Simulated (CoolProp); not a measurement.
Vapour-liquid equilibrium of R22 (1) + dimethyl ether (2) at 65.25 °C; x and y are mole fractions of (1).

The numbers come from the multi-fluid Helmholtz-energy mixture model, Kamei 1995 and Wu 2011; pair parameters Bell 2016 in CoolProp.

| x | bubble pressure, mixture model (MPa) | bubble pressure, Raoult's law (MPa) | y, mixture model | y, Raoult's law |
|---|---|---|---|---|
| 0.05 | 1.616 | 1.684 | (withheld) | 0.081 |
| 0.125 | 1.602 | 1.765 | 0.118 | 0.192 |
| 0.2 | (withheld) | 1.847 | 0.198 | 0.294 |
| 0.275 | 1.597 | 1.928 | 0.285 | 0.387 |
| 0.35 | 1.614 | 2.009 | 0.377 | 0.473 |
| 0.425 | (withheld) | 2.091 | 0.473 | 0.552 |
| 0.5 | 1.704 | 2.172 | 0.569 | 0.625 |
| 0.575 | 1.784 | 2.254 | 0.662 | 0.693 |
| 0.65 | 1.891 | 2.335 | 0.748 | 0.756 |
| 0.725 | 2.025 | 2.417 | 0.823 | 0.815 |
| 0.8 | (withheld) | 2.498 | 0.887 | 0.870 |
| 0.875 | (withheld) | 2.580 | 0.938 | 0.921 |
| 0.95 | 2.573 | 2.661 | 0.978 | 0.969 |

Question: Complete the blanks.

Answer: 
- 0.05, y, mixture model: 0.045
- 0.2, bubble pressure, mixture model (MPa): 1.594
- 0.425, bubble pressure, mixture model (MPa): 1.649
- 0.8, bubble pressure, mixture model (MPa): 2.186
- 0.875, bubble pressure, mixture model (MPa): 2.371

The largest gap from Raoult's law is -21.5 % in bubble pressure, at x = 0.5. y crosses x between x = 0.2 and 0.275: the model has an azeotrope there.

The pair parameters rest on a limited set of measurements; away from them the model extrapolates.
